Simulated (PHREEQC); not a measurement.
A column of 0.2 m (30 cells, dispersivity 0.01 m, 3600 s a shift, diffusion coefficient 3e-10 m²/s) holds 0.049 eq of the database's cation exchanger X per kg of pore water, first in equilibrium with 4.5 mmol/kgw ZnCl2, 0.4 mmol/kgw PbCl2 and 0.01 mmol/kgw HCl. It is flushed with 0.037 mol/kgw LiCl, 0.00036 mol/kgw KCl and 1e-05 mol/kgw HCl, at 15 °C. Values are for the last cell. CO2 from the air is kept out. Nothing may precipitate in this run.

The series has 31 steps of pore volumes, from 0 to 5.017.

Computed with PHREEQC (ion-association model, phreeqc.dat).

### Question
After how many pore volumes does Li at the outlet first reach half of its feed value?

### Answer
By 1.4 pore volumes.

### Question
After how many pore volumes does K at the outlet first reach half of its feed value?

### Answer
By 4.3 pore volumes.
